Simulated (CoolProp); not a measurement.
A single-stage vapour-compression cycle with dimethyl ether: evaporating at 220.15 K (dew point), condensing at 250.15 K (bubble point), superheat 8 K, subcooling 2 K, compressor efficiency 0.8, no pressure losses. Each further row changes one setting.

Model: reference Helmholtz-energy equation of state, Wu 2011, in CoolProp.

| case | cooling COP | pressure ratio | discharge temperature (K) | refrigerating effect (kJ/kg) | volumetric capacity (kJ/m³) |
|---|---|---|---|---|---|
| as stated | 5.30 | 4.44 | 292.9 | 444 | 270 |
| evaporating temperature 225.15 K | 6.62 | 3.35 | 285.9 | 450 | 355 |
| condensing temperature 245.15 K | 6.46 | 3.56 | 283.1 | 456 | 276 |
| subcooling 7 K | 5.43 | 4.44 | 292.9 | 456 | 276 |
| superheat 18 K | 5.22 | 4.44 | 304.1 | 457 | 265 |
| compressor efficiency 0.7 | 4.63 | 4.44 | 301.1 | 444 | 270 |
